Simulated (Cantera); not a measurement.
A closed system holds: 1 mol PbO, 2.3 mol H2, 20 mol N2, held at 75.0 Torr.

Cantera equilibrium calculation (NASA polynomials, part measured and part estimated; ideal gas, pure solids and liquids). Candidate condensed phases: H2O, Pb, PbO, PbO2, Pb3O4; 27 gas species. Equilibrium is a limit: real reactors are often held back by kinetics, nucleation or transport.

Problem. Which condensed phases are stable at each of these points (T (K)): 775, 825, 875, 925, 975, 1025, 1075, 1125, 1175, 1225, 1275, 1325, 1375, 1425?

Solution. 
```
T (K)  condensed phases  Pb condensed (%)
-----  ----------------  ----------------
775               Pb(l)             100.0
825               Pb(l)             100.0
875               Pb(l)             100.0
925               Pb(l)              99.9
975               Pb(l)              99.8
1025              Pb(l)              99.4
1075              Pb(l)              98.3
1125              Pb(l)              95.8
1175              Pb(l)              90.2
1225              Pb(l)              79.0
1275              Pb(l)              57.1
1325              Pb(l)              16.6
1375           gas only               0.0
1425           gas only               0.0
```

From 775 K to 1325 K the condensed part is Pb(l). From 1375 K to 1425 K nothing is condensed.
